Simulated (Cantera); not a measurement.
Input: 1 mol B2O3, 0.77 mol BCl3, 0.17 mol O2, 0.86 mol Cl2, at 502 °C and 290 Pa.

Equilibrium computed with Cantera from the NASA thermochemical tables; the gas is ideal and each condensed phase is pure. Candidate condensed phases: B, B2O3; 18 gas species. Equilibrium is a limit: real reactors are often held back by kinetics, nucleation or transport.

Base state: Cl2 0.688, BCl3 0.280, B3O3Cl3 0.0317, Cl 7.91e-5 (mole fractions); condensed: B2O3(l).

Task: What changes in the equilibrium state with this change: temperature from 502 °C to 852 °C?

Result: 
```json
[
 {"species": "Cl2", "before": "0.688", "after": "0.662"},
 {"species": "BCl3", "before": "0.280", "after": "0.245"},
 {"species": "B3O3Cl3", "before": "0.0317", "after": "0.0622"},
 {"species": "Cl", "before": "7.91e-5", "after": "0.0310"},
 {"species": "BOCl", "before": "3.60e-9", "after": "0.000232"},
 {"species": "B2O3(l), mol", "before": "1.06", "after": "1.00"}
]
```
The tables' values for BOCl are old estimates; treat these amounts as uncertain.

Task: What changes in the equilibrium state with this change: temperature from 502 °C to 1025 °C?

Result: 
| species | before | after |
|---|---|---|
| Cl2 | 0.688 | 0.545 |
| BCl3 | 0.280 | 0.217 |
| Cl | 7.91e-5 | 0.167 |
| B3O3Cl3 | 0.0317 | 0.0659 |
| BOCl | 3.60e-9 | 0.00566 |
| B2O3 | <1e-9 | 6.10e-5 |
| B2O3(l), mol | 1.06 | 0.984 |
The tables' values for BOCl are old estimates; treat these amounts as uncertain.
